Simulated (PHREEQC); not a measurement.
Solution (5 °C): 0.16 mol CuSO4, 0.0017 mol CuCl2, 0.01 mol HCl and 0.27 mol Na2SO4 per kg of water. Closed to the air; pH follows from the charge balance.

Equilibrium calculation in PHREEQC: ion-association model, phreeqc.dat.

Precipitation was switched off in this run.

Problem. Estimate the pH.

Solution. pH 2.68.

Problem. In which forms is Na present?

Solution. Na+ 84 %, NaSO4- 16 % of the Na.

Ionic strength above about 0.7 mol/kgw puts this run outside the model's range. Constants without temperature data keep their 25 °C values here.
